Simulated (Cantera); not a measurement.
**Adiabatic ignition**

An adiabatic, constant-pressure homogeneous reactor starts with CH4 : O2 : N2 : H2O = 1 : 0.952 : 3.58 : 1.6 (molar parts), equivalence ratio 2.1, at 1200 K and 5.00 bar.

Computed with Cantera and GRI-Mech 3.0 (53 species, 325 reactions).

| t (s) | T (K) | x CH4 | x O2 | x H2O | x C2H4 | x C2H2 | x H |
|---|---|---|---|---|---|---|---|
| 7.00e-6 | 1200 | 0.140 | 0.133 | 0.224 | <1e-12 | <1e-12 | 1.13e-11 |
| 1.45e-5 | 1200 | 0.140 | 0.133 | 0.224 | <1e-12 | <1e-12 | 1.71e-11 |
| 3.02e-5 | 1200 | 0.140 | 0.133 | 0.224 | 1.67e-12 | <1e-12 | 3.01e-11 |
| 6.26e-5 | 1200 | 0.140 | 0.133 | 0.224 | 1.95e-11 | <1e-12 | 6.30e-11 |
| 0.000130 | 1200 | 0.140 | 0.133 | 0.224 | 2.75e-10 | <1e-12 | 1.60e-10 |
| 0.000270 | 1200 | 0.140 | 0.133 | 0.224 | 4.33e-9 | <1e-12 | 4.35e-10 |
| 0.000560 | 1200 | 0.140 | 0.133 | 0.224 | 4.41e-8 | <1e-12 | 8.00e-10 |
| 0.00116 | 1200 | 0.140 | 0.133 | 0.224 | 2.06e-7 | 9.33e-12 | 1.05e-9 |
| 0.00241 | 1200 | 0.140 | 0.133 | 0.224 | 7.57e-7 | 8.61e-11 | 1.58e-9 |
| 0.00500 | 1201 | 0.140 | 0.133 | 0.225 | 3.40e-6 | 8.95e-10 | 3.29e-9 |
| 0.0104 | 1207 | 0.139 | 0.132 | 0.226 | 2.79e-5 | 1.91e-8 | 1.31e-8 |
| 0.0216 | 2026 | 0.00343 | 8.75e-8 | 0.292 | 2.98e-5 | 0.00516 | 0.000335 |
| 0.0447 | 2002 | 1.67e-6 | 4.72e-8 | 0.274 | 3.04e-10 | 5.49e-8 | 0.000303 |
| 0.0929 | 2002 | 1.60e-9 | 4.72e-8 | 0.274 | <1e-12 | <1e-12 | 0.000303 |
| 0.193 | 2002 | 1.60e-9 | 4.72e-8 | 0.274 | <1e-12 | <1e-12 | 0.000303 |
| 0.400 | 2002 | 1.60e-9 | 4.72e-8 | 0.274 | <1e-12 | <1e-12 | 0.000303 |
x: mole fraction; the columns are a selection and need not sum to one.

* **time of steepest temperature rise**: 20.1 ms
* **temperature at 0.400 s**: 2002 K
* **equilibrium temperature**: 2002 K
* **x(CH4) at 0.400 s**: 1.60e-9 (gas-phase equilibrium 1.82e-9)
* **x(O2) at 0.400 s**: 4.72e-8 (gas-phase equilibrium 4.72e-8)
* **x(H2O) at 0.400 s**: 0.274 (gas-phase equilibrium 0.274)
